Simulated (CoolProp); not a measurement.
Vapour-liquid equilibrium of hydrogen sulfide (1) + isobutane (2) at 288.8 K; x and y are mole fractions of (1).

The numbers come from the multi-fluid Helmholtz-energy mixture model, Lemmon 2006 and Bücker 2006; pair parameters Kunz 2012 in CoolProp.

```json
[
 {"x": "0.05", "bubble pressure, mixture model (bar)": "3.637", "bubble pressure, Raoult's law (bar)": "3.307", "y, mixture model": "0.289", "y, Raoult's law": "0.241"},
 {"x": "0.125", "bubble pressure, mixture model (bar)": "5.133", "bubble pressure, Raoult's law (bar)": "4.303", "y, mixture model": "0.518", "y, Raoult's law": "0.463"},
 {"x": "0.2", "bubble pressure, mixture model (bar)": "6.560", "bubble pressure, Raoult's law (bar)": "5.299", "y, mixture model": "0.641", "y, Raoult's law": "0.601"},
 {"x": "0.275", "bubble pressure, mixture model (bar)": "7.864", "bubble pressure, Raoult's law (bar)": "6.295", "y, mixture model": "0.716", "y, Raoult's law": "0.696"},
 {"x": "0.35", "bubble pressure, mixture model (bar)": "9.023", "bubble pressure, Raoult's law (bar)": "7.291", "y, mixture model": "0.767", "y, Raoult's law": "0.764"},
 {"x": "0.425", "bubble pressure, mixture model (bar)": "10.04", "bubble pressure, Raoult's law (bar)": "8.287", "y, mixture model": "0.804", "y, Raoult's law": "0.817"},
 {"x": "0.5", "bubble pressure, mixture model (bar)": "10.94", "bubble pressure, Raoult's law (bar)": "9.283", "y, mixture model": "0.833", "y, Raoult's law": "0.858"},
 {"x": "0.575", "bubble pressure, mixture model (bar)": "11.74", "bubble pressure, Raoult's law (bar)": "10.28", "y, mixture model": "0.857", "y, Raoult's law": "0.891"},
 {"x": "0.65", "bubble pressure, mixture model (bar)": "12.49", "bubble pressure, Raoult's law (bar)": "11.28", "y, mixture model": "0.879", "y, Raoult's law": "0.918"},
 {"x": "0.725", "bubble pressure, mixture model (bar)": "13.21", "bubble pressure, Raoult's law (bar)": "12.27", "y, mixture model": "0.901", "y, Raoult's law": "0.941"},
 {"x": "0.8", "bubble pressure, mixture model (bar)": "13.92", "bubble pressure, Raoult's law (bar)": "13.27", "y, mixture model": "0.924", "y, Raoult's law": "0.960"},
 {"x": "0.875", "bubble pressure, mixture model (bar)": "14.65", "bubble pressure, Raoult's law (bar)": "14.26", "y, mixture model": "0.949", "y, Raoult's law": "0.977"},
 {"x": "0.95", "bubble pressure, mixture model (bar)": "15.41", "bubble pressure, Raoult's law (bar)": "15.26", "y, mixture model": "0.978", "y, Raoult's law": "0.991"}
]
```

The largest gap from Raoult's law is +24.9 % in bubble pressure, at x = 0.275. No azeotrope shows between x = 0.05 and 0.95.

Pair parameters are fitted to limited data, so mixtures are less certain than the pure fluids.
